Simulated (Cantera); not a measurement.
A closed system holds: 1 mol Si, 1.1 mol NF3, 0.91 mol H2, at 0.230 bar.

Cantera equilibrium calculation (NASA polynomials, part measured and part estimated; ideal gas, pure solids and liquids). Candidate condensed phases: Si, Si3N4; 37 gas species. The tables' values for SiF3 are old estimates; treat these amounts as uncertain. Kinetics and transport are ignored.

At 950 °C, list the 4 most abundant gas species with their mole fractions, and the condensed phases.

H2 0.417, SiF4 0.377, N2 0.200, SiHF3 0.00262. Condensed: Si3N4(s).
